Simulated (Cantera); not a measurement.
## Silicon nitride deposition: SiH2Cl2 + NH3

Feed: 1 mol SiH2Cl2, 27 mol NH3, at 852 °C and 0.0133 bar.

Method: chemical equilibrium by Gibbs-energy minimisation in Cantera with the NASA 1993 tables (ideal gas, pure condensed phases). Candidate condensed phases: NH4Cl, Si, Si3N4; 28 gas species. Equilibrium is a limit: real reactors are often held back by kinetics, nucleation or transport.

```yaml
x(H2): 0.732
x(N2): 0.232
x(HCl): 0.0361
x(NH3): 1.12e-6
n(Si3N4(s)): 0.333 mol
gas_amount: 55.33 mol
log10 activity of Si(s) (absent): -4.08
```
